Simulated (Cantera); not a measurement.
Input (Python, Cantera) and output of one run.

```python
import numpy as np
import cantera as ct

gas_names = [...]  # 113 gases of nasa_gas.yaml made of C, H, O, Ti
cond_names = """
    C(gr) C6H6(L) C7H8(L) C8H18(L),n-octa H2O(s) H2O(L) Ti(a) Ti(b) Ti(L) TiC(s) TiC(L) TiO(a) TiO(b)
    TiO(L) TiO2(ru) TiO2(L) Ti2O3(a) Ti2O3(b) Ti2O3(L) Ti3O5(a) Ti3O5(b) Ti3O5(L) Ti4O7(s) Ti4O7(L)
""".split()


# ... load() reads the species with a 1 bar reference pressure and builds the phases ...
atoms = {
    'Ti(OiPr)4': {'Ti': 1, 'C': 12, 'H': 28, 'O': 4},
    'C3H8': {'C': 3, 'H': 8},
    'H2O': {'H': 2, 'O': 1},
}
top_T = {'C(gr)': 4500}  # K; cautious upper limits of use, not melting points


# ... equilibrate(T, P, feed) seeds the gas with the atoms and calls Mixture.equilibrate('TP', solver="vcs", rtol=1e-11, max_steps=5000) ...
results = []
feed = {'Ti(OiPr)4': 1, 'C3H8': 0.63, 'H2O': 3.7}  # mol
P = 133.322  # Pa
for T in [1898, 1923, 1948, 1973, 1998, 2023, 2048, 2073, 2098, 2123, 2148, 2173]:
    mix = equilibrate(T, P, feed)
    results.append((T, P, feed, dict(zip(mix.species_names, mix.species_moles))))

top = {s: max(r[3][s] / sum(r[3][g] for g in gas_names) for r in results) for s in gas_names}
cols = sorted((s for s in top if top[s] > 1e-05), key=lambda s: -top[s])[:7]
seen = [c for c in cond_names if any(r[3].get(c, 0) > 1e-12 for r in results)]
print("log10 of partial pressures in bar; condensed amounts in mol")
print(f"{'T/K':>10s}" + "".join(f"{s[:9]:>10s}" for s in cols + seen))
for T, P, feed, n in results:
    ng = sum(n[g] for g in gas_names)
    print(f"{T:10.4g}" + "".join(f"{np.log10(max(n[s] / ng * P / 1e5, 1e-99)):10.3f}" for s in cols)
          + "".join(f"{n.get(c, 0):10.4g}" for c in seen))
```

Result:

```
log10 of partial pressures in bar; condensed amounts in mol
       T/K        H2        CO         H C2H2,acet        Ti     C(gr)    TiC(s)
      1898    -3.025    -3.438    -4.619    -6.449   -10.022     5.175         1
      1923    -3.027    -3.439    -4.539    -6.372    -9.791     5.172         1
      1948    -3.029    -3.440    -4.461    -6.298    -9.567     5.169         1
      1973    -3.032    -3.441    -4.386    -6.225    -9.348     5.165         1
      1998    -3.035    -3.443    -4.312    -6.155    -9.135      5.16         1
      2023    -3.038    -3.444    -4.241    -6.087    -8.927     5.155         1
      2048    -3.043    -3.446    -4.171    -6.022    -8.724     5.149         1
      2073    -3.047    -3.448    -4.104    -5.959    -8.526     5.142    0.9999
      2098    -3.053    -3.450    -4.038    -5.898    -8.333     5.135    0.9999
      2123    -3.059    -3.452    -3.975    -5.840    -8.145     5.127    0.9998
      2148    -3.066    -3.455    -3.913    -5.784    -7.961     5.118    0.9998
      2173    -3.074    -3.458    -3.854    -5.730    -7.781     5.107    0.9996
```

Cantera equilibrium calculation (NASA polynomials, part measured and part estimated; ideal gas, pure solids and liquids). The feed counts by its element totals alone. TiC: taken at fixed stoichiometry.
